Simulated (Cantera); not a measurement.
Input (Python, Cantera) and output of one run.

```python
import numpy as np
import cantera as ct

gas_names = [...]  # 110 gases of nasa_gas.yaml made of C, H, O
cond_names = """
    C(gr) C6H6(L) C7H8(L) C8H18(L),n-octa H2O(s) H2O(L)
""".split()


# ... load() reads the species with a 1 bar reference pressure and builds the phases ...
atoms = {
    'CO': {'C': 1, 'O': 1},
    'O2': {'O': 2},
    'H2': {'H': 2},
}
top_T = {'C(gr)': 4500}  # K; cautious upper limits of use, not melting points


# ... equilibrate(T, P, feed) seeds the gas with the atoms and calls Mixture.equilibrate('TP', solver="vcs", rtol=1e-11, max_steps=5000) ...
results = []
feed = {'CO': 1, 'O2': 1.3, 'H2': 3}  # mol
T = 1573.15  # K
P = 3200000  # Pa
mix = equilibrate(T, P, feed)
results.append((T, P, feed, dict(zip(mix.species_names, mix.species_moles))))
x = sorted(zip(gas.X, gas.species_names), reverse=True)
print(f"T = {T:g} K  P = {P:g} Pa  gas = {mix.phase_moles(0):.4g} mol")
print("   x: " + "  ".join(f"{s} {v:.3e}" for v, s in x if v > 1e-05))
print("   condensed (mol): " + ("  ".join(f"{mix.phase(i).name} {mix.phase_moles(i):.4g}"
      for i in range(1, mix.n_phases) if mix.phase_moles(i) > 1e-12) or "none"))
```

Result:

```
T = 1573.15 K  P = 3.2e+06 Pa  gas = 4 mol
   x: H2O 5.346e-01  H2 2.154e-01  CO 1.346e-01  CO2 1.154e-01
   condensed (mol): none
```

These are equilibrium values from Cantera (NASA tables, ideal gas, pure condensed phases), not measurements of a reactor. The ideal-gas law is rough above about 30 bar.
